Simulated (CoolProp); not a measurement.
Nitrogen along the isobar 5.07 MPa: fugacity coefficient from the reference equation and from simpler models built on Tc = 126.2 K, pc = 3.396 MPa, ω = 0.037; each cubic takes its own stable root.

The numbers come from the reference Helmholtz-energy equation of state, Span 2000 in CoolProp.

```tsv
T (K)	phase	reference
72.3	liquid	0.01356
80.1	liquid	0.03357
87.9	liquid	0.06880
95.7	liquid	0.1224
103.5	liquid	0.1954
111.2	liquid	0.2849
119	liquid	0.3892
126.8	supercritical	0.5001
134.6	supercritical	0.6041
142.4	supercritical	0.6778
150.2	supercritical	0.7304
157.9	supercritical	0.7713
165.7	supercritical	0.8052
173.5	supercritical	0.8333
```

### Question
How far does each simpler model (van der Waals, Redlich-Kwong, Soave-Redlich-Kwong) lie from the reference over these 14 states: mean and median of the absolute difference, and the worst?

### Answer
- van der Waals: mean 62.3 %, median 11.6 %, worst +349.4 % at 72.3 K and 5.07 MPa
- Redlich-Kwong: mean 3.4 %, median 1.0 %, worst -20.8 % at 72.3 K and 5.07 MPa
- Soave-Redlich-Kwong: mean 0.7 %, median 0.5 %, worst -1.6 % at 72.3 K and 5.07 MPa
